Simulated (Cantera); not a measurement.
Feed: 1 mol Si₂Cl₆, a varied amount of NH₃, 34 mol H₂, held at 0.00150 bar.

These are equilibrium values from Cantera (NASA tables, ideal gas, pure condensed phases), not measurements of a reactor. Candidate condensed phases: NH₄Cl, Si, Si₃N₄; 28 gas species. The feed counts by its element totals alone. Mutual solubility and eutectic melting of coexisting phases are not modelled. The tables' values for SiCl₃ are old estimates. Rates play no part.

Stable condensed phases, one row left out:

```
T in °C \ n(NH₃) in mol
         1.8 2.3 3.1   4 5.2 6.8 8.9
   1575    A   A   A   A   A   A   A
   1525    A   A   A   A   A   A   A
   1475    A   A   A   A   A   A   A
   1425    A   A   A   A   A   A   A
   1375    A   A   A   A   A   A   A
   1325    A   A   A   A   A   A   A
   1275    A   A   A   A   A   A   B
   1175    B   C   C   C   C   C   C
   1125    C   C   C   C   C   C   C
   1075    C   C   C   C   C   C   C
```

A: Si; B: Si + Si₃N₄; C: Si₃N₄.

Q: Give the row for 1225 °C.

A: 1.8: Si; 2.3: Si; 3.1: Si + Si₃N₄; 4: Si₃N₄; 5.2: Si₃N₄; 6.8: Si₃N₄; 8.9: Si₃N₄.
